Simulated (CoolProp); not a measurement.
Toluene at 309.61 K and 0.00565 MPa is compressed adiabatically to 0.04 MPa with isentropic efficiency 0.8. Each further row changes one setting.

Values from CoolProp's reference Helmholtz-energy equation of state, Lemmon 2006. It is a short technical equation, of lower accuracy than the large ones.

| case | work (kJ/kg) | final temperature (K) | final density (kg/m³) |
|---|---|---|---|
| as stated | … | 367.6 | … |
| efficiency 1 | 58.2 | … | … |
| efficiency 0.65 | 89.6 | … | … |

Q: Complete the blanks.

A: 
- as stated, work (kJ/kg): 72.8
- as stated, final density (kg/m³): 1.23
- efficiency 1, final temperature (K): 357.1
- efficiency 1, final density (kg/m³): 1.27
- efficiency 0.65, final temperature (K): 379.3
- efficiency 0.65, final density (kg/m³): 1.19
